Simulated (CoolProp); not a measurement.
Computed with CoolProp (reference Helmholtz-energy equation of state, Lemmon 2006). It is a short technical equation, of lower accuracy than the large ones.

### Question
For toluene, give the phase and the Z, cv (kJ/(kg K)), speed of sound (m/s), isothermal compressibility (1/MPa) at 315.35 °C and 10400 kPa; 325.85 °C and 10400 kPa.

### Answer
- 315.35 °C and 10400 kPa: liquid; Z 0.355, cv 2.12, speed of sound 396, isothermal compressibility 0.0151
- 325.85 °C and 10400 kPa: supercritical; Z 0.361, cv 2.15, speed of sound 368, isothermal compressibility 0.0181
